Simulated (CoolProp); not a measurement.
Saturation properties of CH3F (R41) (Tc = 44.1 °C, pc = 5906 kPa, ω = 0.200).

The numbers come from the reference Helmholtz-energy equation of state, Lemmon 2006 in CoolProp. It is a short technical equation, of lower accuracy than the large ones.

```json
[
 {"T (°C)": "-58.45", "p (kPa)": "271.2", "liquid density (kg/m³)": "838.0", "vapour density (kg/m³)": "5.611", "liquid cp (kJ/(kg K))": "2.116"},
 {"T (°C)": "-51.85", "p (kPa)": "360.3", "liquid density (kg/m³)": "822.8", "vapour density (kg/m³)": "7.350", "liquid cp (kJ/(kg K))": "2.140"},
 {"T (°C)": "-45.25", "p (kPa)": "470.1", "liquid density (kg/m³)": "807.2", "vapour density (kg/m³)": "9.489", "liquid cp (kJ/(kg K))": "___"},
 {"T (°C)": "-38.65", "p (kPa)": "603.8", "liquid density (kg/m³)": "790.9", "vapour density (kg/m³)": "12.10", "liquid cp (kJ/(kg K))": "___"},
 {"T (°C)": "-32.05", "p (kPa)": "764.4", "liquid density (kg/m³)": "___", "vapour density (kg/m³)": "15.26", "liquid cp (kJ/(kg K))": "2.245"},
 {"T (°C)": "-25.45", "p (kPa)": "955.2", "liquid density (kg/m³)": "___", "vapour density (kg/m³)": "19.07", "liquid cp (kJ/(kg K))": "2.295"},
 {"T (°C)": "-18.85", "p (kPa)": "1180", "liquid density (kg/m³)": "737.9", "vapour density (kg/m³)": "___", "liquid cp (kJ/(kg K))": "2.357"},
 {"T (°C)": "-12.25", "p (kPa)": "1442", "liquid density (kg/m³)": "718.4", "vapour density (kg/m³)": "29.15", "liquid cp (kJ/(kg K))": "2.433"},
 {"T (°C)": "-5.65", "p (kPa)": "1745", "liquid density (kg/m³)": "697.7", "vapour density (kg/m³)": "35.79", "liquid cp (kJ/(kg K))": "2.528"},
 {"T (°C)": "0.95", "p (kPa)": "2093", "liquid density (kg/m³)": "675.5", "vapour density (kg/m³)": "43.84", "liquid cp (kJ/(kg K))": "2.650"},
 {"T (°C)": "7.55", "p (kPa)": "2492", "liquid density (kg/m³)": "651.4", "vapour density (kg/m³)": "___", "liquid cp (kJ/(kg K))": "2.812"},
 {"T (°C)": "14.15", "p (kPa)": "2945", "liquid density (kg/m³)": "625.1", "vapour density (kg/m³)": "___", "liquid cp (kJ/(kg K))": "3.041"},
 {"T (°C)": "20.75", "p (kPa)": "3459", "liquid density (kg/m³)": "595.4", "vapour density (kg/m³)": "81.48", "liquid cp (kJ/(kg K))": "3.390"},
 {"T (°C)": "27.35", "p (kPa)": "___", "liquid density (kg/m³)": "560.9", "vapour density (kg/m³)": "102.2", "liquid cp (kJ/(kg K))": "4.000"}
]
```

Problem. Fill in the missing entries.

Solution. 
- -45.25, liquid cp (kJ/(kg K)): 2.168
- -38.65, liquid cp (kJ/(kg K)): 2.203
- -32.05, liquid density (kg/m³): 774.1
- -25.45, liquid density (kg/m³): 756.4
- -18.85, vapour density (kg/m³): 23.65
- 7.55, vapour density (kg/m³): 53.68
- 14.15, vapour density (kg/m³): 65.90
- 27.35, p (kPa): 4041

It boils at -78.4 °C under 1 atm.
